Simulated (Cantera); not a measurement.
A perfectly stirred reactor is fed with CH3OH : O2 : N2 = 1 : 1.15 : 6.81 (molar parts), equivalence ratio 1.3, at 10.0 bar; it is adiabatic with a 700 K inlet, and is followed from long to short residence time, starting on the burning branch (τ in s: 0.086, 0.037, 0.016, 0.007, 0.003, 0.0013, 0.00057, 0.00025, 0.00011, 4.7e-05).

Model: GRI-Mech 3.0 (53 species, 325 reactions), integrated in Cantera. GRI-Mech 3.0 was tuned for natural gas; its chemistry of methanol as a main component is partial and can be far from experiment.

**Question.** What does this change do: pressure from 10.0 bar to 5.00 bar?

**Answer.** 
```tsv
quantity	before	after
blow-out, bracketed by the residence times tried	burning at 47.0 µs, the shortest tried	burning at 47.0 µs, the shortest tried
x(CH3OH) at τ = 86.0 ms	1.12e-6	1.18e-6
x(O2) at τ = 86.0 ms	3.95e-5	5.05e-5
x(H2O2) at τ = 86.0 ms	6.22e-9	8.98e-9
x(O) at τ = 86.0 ms	9.84e-7	3.65e-6
x(NO) at τ = 86.0 ms	2.20e-5	3.43e-5
x(CH3OH) at τ = 1.30 ms	1.31e-5	1.42e-5
x(O2) at τ = 1.30 ms	0.000511	0.000797
x(H2O2) at τ = 1.30 ms	1.60e-7	1.67e-7
x(O) at τ = 1.30 ms	3.96e-5	0.000126
x(NO) at τ = 1.30 ms	4.62e-5	6.76e-5
```

**Question.** What does this change do: inlet temperature 700 to 775 K?

**Answer.** 
| quantity | before | after |
|---|---|---|
| blow-out, bracketed by the residence times tried | burning at 47.0 µs, the shortest tried | burning at 47.0 µs, the shortest tried |
| x(CH3OH) at τ = 86.0 ms | 1.12e-6 | 8.74e-7 |
| x(O2) at τ = 86.0 ms | 3.95e-5 | 3.45e-5 |
| x(H2O2) at τ = 86.0 ms | 6.22e-9 | 6.20e-9 |
| x(O) at τ = 86.0 ms | 9.84e-7 | 1.41e-6 |
| x(NO) at τ = 86.0 ms | 2.20e-5 | 3.39e-5 |
| x(CH3OH) at τ = 1.30 ms | 1.31e-5 | 1.14e-5 |
| x(O2) at τ = 1.30 ms | 0.000511 | 0.000498 |
| x(H2O2) at τ = 1.30 ms | 1.60e-7 | 1.49e-7 |
| x(O) at τ = 1.30 ms | 3.96e-5 | 4.74e-5 |
| x(NO) at τ = 1.30 ms | 4.62e-5 | 6.04e-5 |
